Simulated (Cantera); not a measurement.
A Cantera script and what it prints.

```python
import numpy as np
import cantera as ct

gas_names = """
    CL CLF CLF3 CL2 F F2 H HCL HF H2 H2F2 H3F3 H4F4 H5F5 H6F6 H7F7 Si SiCL SiCL2 SiCL3 SiCL4 SiF SiF2
    SiF3 SiF4 SiH SiHCL3 SiHF3 SiH2 SiH2CL2 SiH2F2 SiH3 SiH3CL SiH3F SiH4 Si2 Si3
""".split()
cond_names = """
    Si(cr) Si(L)
""".split()


def load(file, names, dense=False):
    # The tables refer to 1 bar. Condensed volumes are neglected.
    table = {s.name: s for s in ct.Species.list_from_file(file)}
    out = []
    for n in names:
        d = dict(table[n].input_data)
        d["thermo"] = dict(d["thermo"], **{"reference-pressure": 1e5})
        if dense:
            d["equation-of-state"] = {"model": "constant-volume", "density": "1e6 g/cm^3"}
        out.append(ct.Species.from_dict(d))
    return out


gas = ct.Solution(thermo="ideal-gas", species=load("nasa_gas.yaml", gas_names))
cond = {s.name: ct.Solution(thermo="fixed-stoichiometry", species=[s], name=s.name)
        for s in load("nasa_condensed.yaml", cond_names, dense=True)}
atoms = {
    'Si': {'Si': 1},
    'Cl2': {'CL': 2},
    'H2': {'H': 2},
    'F2': {'F': 2},
}
top_T = {}  # K; cautious upper limits of use, not melting points


def equilibrate(T, P, feed):
    n = {}
    for name, mol in feed.items():
        for a, k in atoms[name].items():
            n[a] = n.get(a, 0.0) + k * mol
    gas.TPX = T, P, n
    mass = sum(n.values()) * gas.mean_molecular_weight
    gas.equilibrate("TP")
    valid = [c for c in cond.values() if c.min_temp <= T <= top_T.get(c.name, c.max_temp)]
    mix = ct.Mixture([(gas, mass / gas.mean_molecular_weight)] + [(c, 0.0) for c in valid])
    mix.T, mix.P = T, P
    mix.equilibrate("TP", solver="vcs", rtol=1e-11, max_steps=5000)
    return mix


results = []
feed = {'Si': 1, 'Cl2': 5.1, 'H2': 1.8, 'F2': 0.91}  # mol
T = 1475  # K
P = 7700  # Pa
mix = equilibrate(T, P, feed)
results.append((T, P, feed, dict(zip(mix.species_names, mix.species_moles))))
print(gas.report(threshold=1e-06))
for i in range(1, mix.n_phases):
    print(f"{mix.phase(i).name:16s} {mix.phase_moles(i):12.5e} mol")
```

It prints:

```
       temperature   1475 K
          pressure   7700 Pa
           density   0.03765 kg/m^3
  mean mol. weight   59.966 kg/kmol
   phase of matter   gas

                          1 kg             1 kmol
                     ---------------   ---------------
          enthalpy       -2.3323e+06       -1.3986e+08  J
   internal energy       -2.5368e+06       -1.5212e+08  J
           entropy            5154.1        3.0907e+05  J/K
    Gibbs function       -9.9345e+06       -5.9573e+08  J
 heat capacity c_p            732.39             43919  J/K
 heat capacity c_v            593.74             35604  J/K

                      mass frac. Y      mole frac. X     chem. pot. / RT
                     ---------------   ---------------   ---------------
                CL          0.053907          0.091187           -17.098
               CL2            0.3123           0.26414           -34.196
               HCL           0.30396           0.49995           -36.137
                HF         0.0015259         0.0045736           -53.909
             SiCL3        2.6054e-05        1.1622e-05           -91.502
             SiCL4           0.21959          0.077511            -108.6
              SiF3        3.3477e-06        2.3595e-06           -144.82
              SiF4           0.10869          0.062622           -179.69
     [  +29 minor]        1.5486e-07        2.3098e-07

Si(cr)            0.00000e+00 mol
```

Method: chemical equilibrium by Gibbs-energy minimisation in Cantera with the NASA 1993 tables (ideal gas, pure condensed phases). The tables' values for SiCl3 are old estimates; treat these amounts as uncertain.
